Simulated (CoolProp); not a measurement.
Vapour-liquid equilibrium of toluene (1) + ethylbenzene (2) at 136.45 °C; x and y are mole fractions of (1).

Values from CoolProp's multi-fluid Helmholtz-energy mixture model, Lemmon 2006 and Zhou 2012; pair parameters Bell 2016.

```tsv
x	bubble pressure (MPa)	y at the bubble point	dew pressure at overall composition x (MPa)	liquid density (mol/L)
0.05	0.1071	0.092	0.1048	7.204
0.15	0.1166	0.249	0.1105	7.296
0.25	0.1259	0.382	0.1167	7.390
0.35	0.1350	0.497	0.1235	7.487
0.45	0.1443	0.600	0.1311	7.586
0.55	0.1537	0.692	0.1396	7.687
0.65	0.1635	0.776	0.1492	7.790
0.75	0.1736	0.850	0.1603	7.895
0.85	0.1840	0.916	0.1736	8.001
0.95	0.1948	0.974	0.1901	8.107
```

No azeotrope shows between x = 0.05 and 0.95.

Pair parameters are fitted to limited data, so mixtures are less certain than the pure fluids.
